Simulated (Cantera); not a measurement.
An isothermal, constant-pressure homogeneous reactor starts with H2 : O2 = 0.1 : 1 (molar parts), at 1450 K and 2670 Pa.

Cantera simulation using the H2/O2 subset of GRI-Mech 3.0, which has no nitrogen chemistry; the numbers are that mechanism's predictions, not measurements. Radical loss at walls, strong at low pressure, is not modelled. The temperature is held fixed by assumption; the heat of reaction is taken as removed at once.

x: mole fraction; the columns are a selection and need not sum to one.

```json
[
 {"t (s)": "2.00e-6", "x H2": "0.0909", "x O2": "0.909", "x H2O2": "1.39e-12", "x O": "1.51e-9", "x H2O": "8.01e-11", "x HO2": "?"},
 {"t (s)": "1.40e-5", "x H2": "0.0909", "x O2": "0.909", "x H2O2": "6.71e-11", "x O": "5.18e-8", "x H2O": "1.95e-8", "x HO2": "?"},
 {"t (s)": "9.78e-5", "x H2": "0.0909", "x O2": "0.909", "x H2O2": "3.01e-9", "x O": "4.95e-6", "x H2O": "7.49e-6", "x HO2": "?"},
 {"t (s)": "0.000684", "x H2": "0.00253", "x O2": "0.838", "x H2O2": "1.56e-7", "x O": "0.0578", "x H2O": "0.0756", "x HO2": "5.52e-6"},
 {"t (s)": "0.00478", "x H2": "0.00192", "x O2": "0.856", "x H2O2": "1.50e-7", "x O": "0.0426", "x H2O": "0.0807", "x HO2": "5.25e-6"},
 {"t (s)": "0.0335", "x H2": "0.000420", "x O2": "0.894", "x H2O2": "9.00e-8", "x O": "0.00862", "x H2O": "0.0915", "x HO2": "?"},
 {"t (s)": "0.234", "x H2": "1.69e-5", "x O2": "0.904", "x H2O2": "1.69e-8", "x O": "0.000340", "x H2O": "0.0947", "x HO2": "?"},
 {"t (s)": "1.64", "x H2": "1.04e-6", "x O2": "0.905", "x H2O2": "2.95e-9", "x O": "2.10e-5", "x H2O": "0.0951", "x HO2": "?"},
 {"t (s)": "11.4", "x H2": "5.84e-7", "x O2": "0.905", "x H2O2": "2.28e-9", "x O": "1.18e-5", "x H2O": "0.0951", "x HO2": "1.58e-7"},
 {"t (s)": "80.0", "x H2": "5.84e-7", "x O2": "0.905", "x H2O2": "2.28e-9", "x O": "1.18e-5", "x H2O": "0.0951", "x HO2": "1.58e-7"}
]
```

**Question.** Complete the blanks.

**Answer.** 
- 2.00e-6, x HO2: 1.51e-8
- 1.40e-5, x HO2: 1.05e-7
- 9.78e-5, x HO2: 7.40e-7
- 0.0335, x HO2: 2.86e-6
- 0.234, x HO2: 3.10e-7
- 1.64, x HO2: 1.34e-7
